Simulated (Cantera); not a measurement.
Charge: 1 mol PbO, 0.43 mol CH₄, 0.1 mol CO, at 62.0 Pa.

These are equilibrium values from Cantera (NASA tables, ideal gas, pure condensed phases), not measurements of a reactor. Candidate condensed phases: C, C₆H₆, C₇H₈, C₈H₁₈, H₂O, Pb, PbO, PbO₂, Pb₃O₄; 113 gas species. The numbers say what is thermodynamically allowed, not how fast it happens.

**Question.** Which condensed phases are stable at each of these points (T (K)): 800, 1000, 1200, 1400, 1600, 1800, 2000, 2200, 2400, 2600?

**Answer.** 
```
T (K)  condensed phases  Pb condensed (%)
-----  ----------------  ----------------
800               Pb(l)             100.0
1000              Pb(l)              96.3
1200           gas only               0.0
1400           gas only               0.0
1600           gas only               0.0
1800           gas only               0.0
2000           gas only               0.0
2200           gas only               0.0
2400           gas only               0.0
2600           gas only               0.0
```

From 800 K to 1000 K the condensed part is Pb(l). From 1200 K to 2600 K nothing is condensed.
